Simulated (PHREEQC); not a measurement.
H2SO4 is added in steps, without added water, to 1 kg of water holding 0.0054 mol/kgw Na2SeO4, 0.0014 mol/kgw NaOH and 0.0003 mol/kgw NaCl, at 5 °C. Oxygen is held at 0.21 atm. No CO2 enters from the air. Solids allowed: Halite, Mirabilite. Others were left out.

Base run: PHREEQC, ion-association model, wateq4f.dat. Each further column changes one thing. The table gives HSO4- (mol/kgw).

```
H2SO4 added (mol)      base  metal-ligand complexes left out  Debye-Hückel limiting law  all activity coefficients set to 1  Davies equation for every ion
-----------------  --------  -------------------------------  -------------------------  ----------------------------------  -----------------------------
0                         0                                0                          0                                   0                              0
0.0002417          2.42e-14                         2.50e-14                   2.28e-14                            3.03e-14                       2.39e-14
0.0004833          1.02e-13                         1.06e-13                   9.63e-14                            1.28e-13                       1.01e-13
0.0008458           8.46e-6                          8.72e-6                    7.54e-6                             1.27e-5                        8.23e-6
0.001087            2.81e-5                          2.89e-5                    2.50e-5                             4.19e-5                        2.73e-5
0.001329            5.42e-5                          5.58e-5                    4.82e-5                             8.05e-5                        5.28e-5
0.001571            8.64e-5                          8.88e-5                    7.67e-5                            0.000128                        8.41e-5
0.001813           0.000124                         0.000128                   0.000110                            0.000183                       0.000121
0.002054           0.000167                         0.000171                   0.000148                            0.000245                       0.000163
0.002417           0.000241                         0.000247                   0.000213                            0.000350                       0.000234
0.002658           0.000295                         0.000302                   0.000261                            0.000428                       0.000287
0.0029             0.000354                         0.000362                   0.000313                            0.000512                       0.000344
```

At this temperature some constants are extrapolated from 25 °C, and those without enthalpy data are left unchanged.
